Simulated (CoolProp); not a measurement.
Vapour-liquid equilibrium of n-pentane (1) + acetone (2) at 45.65 °C; x and y are mole fractions of (1).

Model: multi-fluid Helmholtz-energy mixture model, Thol 2019 and Lemmon 2006; pair parameters Bell 2016, in CoolProp.

Question: Give the bubble pressure and the first vapour's composition at x = 0.275, 0.425, 0.575. Is there an azeotrope?

Answer: x = 0.275: 0.1408 MPa, y = 0.585; x = 0.425: 0.1507 MPa, y = 0.641; x = 0.575: 0.1551 MPa, y = 0.679. y crosses x between x = 0.725 and 0.8: the model has an azeotrope there.

Pair parameters are fitted to limited data, so mixtures are less certain than the pure fluids. With so large a gap from Raoult's law the liquid may split in two, which this calculation doesn't test in full.
